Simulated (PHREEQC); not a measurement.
Consider water at 44 °C with 0.016 mol HF, 0.00045 mol NH4F, 0.00012 mol H2SiF6 and 0.0017 mol H3PO4 per kg of water. Closed to the air; pH follows from the charge balance.

The numbers come from PHREEQC with the ion-association model, phreeqc.dat.

Precipitation was switched off in this run.

Q: Order these F species by the share of F that they hold, largest first: HF, SiF6-2, F-, HF2-.

A: HF (81 %), F- (13 %), SiF6-2 (4.2 %), HF2- (1.6 %)

The pH is 2.51 and the ionic strength 0.00387 mol/kgw. Away from 25 °C the constants follow the database's enthalpies or fits; those with neither stay at their 25 °C values. SiF6-2 is the database's only silicon fluoride.
